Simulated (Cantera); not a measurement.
## Stirred combustor or abatement burner

A perfectly stirred reactor is fed with CO : H₂ : O₂ : N₂ = 1 : 0.073 : 0.536 : 2.02 (molar parts), equivalence ratio 1.0, at 0.540 bar; it is adiabatic with a 550 K inlet, and is followed from long to short residence time, starting on the burning branch (τ in s: 0.036, 0.018, 0.0089, 0.0045, 0.0022, 0.0011, 0.00056, 0.00028, 0.00014, 7e-05, 3.5e-05, 1.7e-05, 8.7e-06).

Cantera simulation using GRI-Mech 3.0 (53 species, 325 reactions); the numbers are that mechanism's predictions, not measurements.

| τ (s) | T (K) | x CO | x H₂ | x O₂ | x NO | x HO₂ | x CO₂ |
|---|---|---|---|---|---|---|---|
| 0.036 | 2292 | 0.0758 | 0.00107 | 0.0338 | 0.00281 | 9.59e-7 | 0.234 |
| 0.018 | 2202 | 0.0859 | 0.00127 | 0.0388 | 0.00148 | 1.23e-6 | 0.221 |
| 0.0089 | 2094 | 0.0968 | 0.00151 | 0.0437 | 0.000600 | 1.82e-6 | 0.208 |
| 0.0045 | 1979 | 0.107 | 0.00174 | 0.0479 | 0.000255 | 2.70e-6 | 0.195 |
| 0.0022 | 1849 | 0.117 | 0.00193 | 0.0517 | 0.000143 | 3.92e-6 | 0.182 |
| 0.0011 | 1714 | 0.126 | 0.00201 | 0.0553 | 0.000102 | 5.41e-6 | 0.170 |
| 0.00056 | 1568 | 0.137 | 0.00198 | 0.0607 | 6.73e-5 | 7.54e-6 | 0.155 |
| 0.00028 | 1366 | 0.168 | 0.00213 | 0.0780 | 2.23e-5 | 1.34e-5 | 0.121 |
| 0.00014 | 550 | 0.276 | 0.0201 | 0.148 | <1e-12 | <1e-12 | <1e-12 |
| 7.0e-5 | 550 | 0.276 | 0.0201 | 0.148 | <1e-12 | <1e-12 | <1e-12 |
| 3.5e-5 | 550 | 0.276 | 0.0201 | 0.148 | <1e-12 | <1e-12 | <1e-12 |
| 1.7e-5 | 550 | 0.276 | 0.0201 | 0.148 | <1e-12 | <1e-12 | <1e-12 |
| 8.7e-6 | 550 | 0.276 | 0.0201 | 0.148 | <1e-12 | <1e-12 | <1e-12 |
x: mole fraction; the columns are a selection and need not sum to one.
